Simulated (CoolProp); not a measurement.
Carbon dioxide along the isotherm -51.55 °C: fugacity coefficient from the reference equation and from simpler models built on Tc = 31.0 °C, pc = 73.77 bar, ω = 0.224; each cubic takes its own stable root.

Model: reference Helmholtz-energy equation of state, Span 1996, in CoolProp.

```
p (bar)   phase   reference  van der Waals  Redlich-Kwong  Soave-Redlich-Kwong  Peng-Robinson
-------  ------  ----------  -------------  -------------  -------------------  -------------
0.117       gas      0.9985         0.9990         0.9987               0.9986         0.9985
0.197       gas      0.9974         0.9983         0.9978               0.9976         0.9975
0.332       gas      0.9956         0.9972         0.9963               0.9960         0.9958
0.561       gas      0.9926         0.9953         0.9937               0.9932         0.9928
0.946       gas      0.9875         0.9920         0.9894               0.9886         0.9879
1.6         gas      0.9789         0.9865         0.9821               0.9807         0.9796
2.69        gas      0.9645         0.9773     (withheld)               0.9675     (withheld)
4.55        gas      0.9399         0.9616         0.9494               0.9452         0.9423
7.67     liquid  (withheld)     (withheld)         0.9148               0.7737         0.7651
13       liquid  (withheld)         0.8902         0.6270           (withheld)         0.4562
21.9     liquid      0.2763     (withheld)         0.3799               0.2797         0.2756
36.9     liquid      0.1691         0.4418         0.2334               0.1716     (withheld)
```

Q: Fill in the missing entries.

A: 
- 2.69, Redlich-Kwong: 0.9700
- 2.69, Peng-Robinson: 0.9658
- 7.67, reference: 0.7663
- 7.67, van der Waals: 0.9353
- 13, reference: 0.4571
- 13, Soave-Redlich-Kwong: 0.4619
- 21.9, van der Waals: 0.7083
- 36.9, Peng-Robinson: 0.1684

At some of these states van der Waals, Redlich-Kwong gives the other phase, because its saturation line lies elsewhere.
